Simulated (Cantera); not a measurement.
Input (Python, Cantera) and output of one run.

```python
import numpy as np
import cantera as ct

gas_names = [...]  # 91 gases of nasa_gas.yaml made of C, Cl, H
cond_names = """
    C(gr) C6H6(L) C7H8(L) C8H18(L),n-octa
""".split()


# ... load() reads the species with a 1 bar reference pressure and builds the phases ...
atoms = {
    'CH3Cl': {'C': 1, 'H': 3, 'CL': 1},
    'H2': {'H': 2},
}
top_T = {'C(gr)': 4500}  # K; cautious upper limits of use, not melting points


# ... equilibrate(T, P, feed) seeds the gas with the atoms and calls Mixture.equilibrate('TP', solver="vcs", rtol=1e-11, max_steps=5000) ...
results = []
feed = {'CH3Cl': 1, 'H2': 0.62}  # mol
T = 2498  # K
P = 220  # Pa
mix = equilibrate(T, P, feed)
results.append((T, P, feed, dict(zip(mix.species_names, mix.species_moles))))
x = sorted(zip(gas.X, gas.species_names), reverse=True)
print(f"T = {T:g} K  P = {P:g} Pa  gas = {mix.phase_moles(0):.4g} mol")
print("   x: " + "  ".join(f"{s} {v:.3e}" for v, s in x if v > 1e-06))
print("   condensed (mol): " + ("  ".join(f"{mix.phase(i).name} {mix.phase_moles(i):.4g}"
      for i in range(1, mix.n_phases) if mix.phase_moles(i) > 1e-12) or "none"))
```

Result:

```
T = 2498 K  P = 220 Pa  gas = 3.356 mol
   x: H2 3.730e-01  H 3.245e-01  HCL 1.845e-01  CL 1.134e-01  C2H2,acetylene 4.001e-03  C2H 2.489e-04  C3 2.190e-04  C 7.360e-05  C2HCL 2.261e-05  C2 2.017e-05  C4H2 1.772e-05  C2H2,vinylidene 3.097e-06  CH 2.563e-06  CL2 2.441e-06  CH2 1.298e-06
   condensed (mol): C(gr) 0.9684
```

Equilibrium computed with Cantera from the NASA thermochemical tables; the gas is ideal and each condensed phase is pure.
